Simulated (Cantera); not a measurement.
An adiabatic, constant-pressure homogeneous reactor starts with 3.60 % CH4, 17.6 % O2, 65.9 % N2, 13.0 % H2O, at 1575 K and 580000 Pa.

Cantera simulation using GRI-Mech 3.0 (53 species, 325 reactions); the numbers are that mechanism's predictions, not measurements.

Problem. Predict: time of steepest temperature rise; temperature at 0.100 s; equilibrium temperature; x(O2) at 0.100 s; x(H2O) at 0.100 s; x(CO) at 0.100 s; x(NO) at 0.100 s; x(H2O2) at 0.100 s; x(N2O) at 0.100 s.

Solution. 
| Item | Result |
|---|---|
| time of steepest temperature rise | 0.132 ms |
| temperature at 0.100 s | 2256 K |
| equilibrium temperature | 2254 K |
| x(O2) at 0.100 s | 0.0986 (gas-phase equilibrium 0.0980) |
| x(H2O) at 0.100 s | 0.198 (gas-phase equilibrium 0.198) |
| x(CO) at 0.100 s | 0.000414 (gas-phase equilibrium 0.000410) |
| x(NO) at 0.100 s | 0.00776 (gas-phase equilibrium 0.00888) |
| x(H2O2) at 0.100 s | 5.93e-7 (gas-phase equilibrium 5.88e-7) |
| x(N2O) at 0.100 s | 1.08e-6 (gas-phase equilibrium 1.08e-6) |
